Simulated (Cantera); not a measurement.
**Low-pressure radical oxidation in H2/O2**

An isothermal, constant-pressure homogeneous reactor starts with H₂ : O₂ : N₂ = 0.015 : 1 : 1.4 (molar parts), equivalence ratio 0.0075, at 1300 K and 0.0266 atm.

Model: GRI-Mech 3.0 (53 species, 325 reactions), integrated in Cantera. Radical loss at walls, strong at low pressure, is not modelled.

```
t (s)         x H₂   x O₂     x H₂O    x N₂O      x OH     x NO
--------  --------  -----  --------  -------  --------  -------
3.00e-5    0.00621  0.414  1.34e-11   <1e-12  2.78e-10   <1e-12
8.68e-5    0.00621  0.414  2.31e-10   <1e-12   1.52e-9   <1e-12
0.000251   0.00621  0.414   3.21e-9   <1e-12   7.00e-9   <1e-12
0.000727   0.00621  0.414   5.34e-8   <1e-12   4.98e-8   <1e-12
0.00211    0.00620  0.414   5.06e-6   <1e-12   3.41e-6   <1e-12
0.00609   0.000281  0.409   0.00523  2.10e-9  0.000977  1.86e-9
0.0176     3.34e-5  0.409   0.00575  1.48e-8  0.000606  1.37e-8
0.0510     2.57e-5  0.410   0.00584  2.79e-8  0.000531  3.94e-8
0.148      1.37e-5  0.411   0.00598  3.46e-8  0.000389  7.52e-8
0.428      4.24e-6  0.412   0.00611  3.91e-8  0.000217  1.04e-7
1.24       8.40e-7  0.412   0.00618  4.19e-8   9.69e-5  1.22e-7
3.58       1.48e-7  0.412   0.00621  4.05e-8   4.08e-5  1.31e-7
10.4       2.98e-8  0.412   0.00622  3.20e-8   1.84e-5  1.35e-7
30.0       8.42e-9  0.412   0.00623  1.58e-8   9.79e-6  1.37e-7
```
x: mole fraction; the columns are a selection and need not sum to one.

Equilibrium at this temperature and pressure: H₂ 5.16e-9, O₂ 0.412, H₂O 0.00623, N₂O 4.48e-9, OH 7.67e-6, NO 0.000479 (gas phase only).
